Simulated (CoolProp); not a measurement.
Vapour-liquid equilibrium of CH2F2 (R32) (1) + R1234yf (2) at 20.95 °C; x and y are mole fractions of (1).

The numbers come from the multi-fluid Helmholtz-energy mixture model, Tillner-Roth 1997 and Lemmon 2022; pair parameters Bell 2023 in CoolProp.

```
x     bubble pressure, mixture model (MPa)  bubble pressure, Raoult's law (MPa)  y, mixture model  y, Raoult's law
----  ------------------------------------  -----------------------------------  ----------------  ---------------
0.05                                0.6743                               0.6536             0.126            0.116
0.2                                 0.8640                               0.7894             0.394            0.384
0.35                                 1.033                               0.9252             0.561            0.573
0.5                                  1.177                                1.061             0.680            0.713
0.65                                 1.299                                1.197             0.775            0.822
0.8                                  1.403                                1.333             0.865            0.909
0.95                                 1.490                                1.468             0.963            0.979
```

The largest gap from Raoult's law is +11.7 % in bubble pressure, at x = 0.35. No azeotrope shows between x = 0.05 and 0.95.

The pair parameters rest on a limited set of measurements; away from them the model extrapolates.
